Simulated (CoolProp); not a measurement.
Model: reference Helmholtz-energy equation of state, Lemmon 2013, in CoolProp.

Task: For propylene, give the phase and the cv (kJ/(kg K)), speed of sound (m/s) at 564.2 K and 0.0072 MPa; 564.2 K and 0.0148 MPa; 564.2 K and 0.54 MPa.

Result: 
- 564.2 K and 0.0072 MPa: gas; cv 2.26, speed of sound 348
- 564.2 K and 0.0148 MPa: gas; cv 2.26, speed of sound 348
- 564.2 K and 0.54 MPa: gas; cv 2.27, speed of sound 346
